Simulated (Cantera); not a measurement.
Input: 1 mol SiH₂Cl₂, 49 mol NH₃, at 1975 K and 10.0 mbar.

Method: chemical equilibrium by Gibbs-energy minimisation in Cantera with the NASA 1993 tables (ideal gas, pure condensed phases). Candidate condensed phases: NH₄Cl, Si, Si₃N₄; 28 gas species. The tables' values for SiCl, SiN are old estimates; treat these amounts as uncertain. Gases not in the tables: Si₂H₆ and higher silanes. The numbers say what is thermodynamically allowed, not how fast it happens.

Base state: H₂ 0.723, N₂ 0.243, HCl 0.0173, H 0.0116, Si 0.00323, SiCl₂ 0.00102, SiCl 0.000221, Cl 0.000208 (mole fractions); condensed: Si(l).

Q: What changes in the equilibrium state with this change: NH₃ from 49 to 2.1 mol?

A: 
```tsv
species	before	after
H₂	0.723	0.586
N₂	0.243	0.168
HCl	0.0173	0.143
SiCl₂	0.00102	0.0857
H	0.0116	0.0105
SiCl₃	5.24e-7	0.000401
SiCl	0.000221	0.00202
Si(l), mol	0.496	0.425
```
The tables' values for SiCl, SiCl₃, SiN are old estimates; treat these amounts as uncertain.

Q: What changes in the equilibrium state with this change: pressure from 10.0 mbar to 13.3 mbar?

A: 
```
species       before     after
----------  --------  --------
H₂             0.723     0.725
N₂             0.243     0.243
HCl           0.0173    0.0174
H             0.0116    0.0101
Si           0.00323   0.00242
Si₂          3.15e-5   2.36e-5
Si₂N         5.92e-5   5.13e-5
SiN          4.40e-5   3.82e-5
SiH         0.000198  0.000172
SiCl        0.000221  0.000192
Si(l), mol     0.496     0.588
```
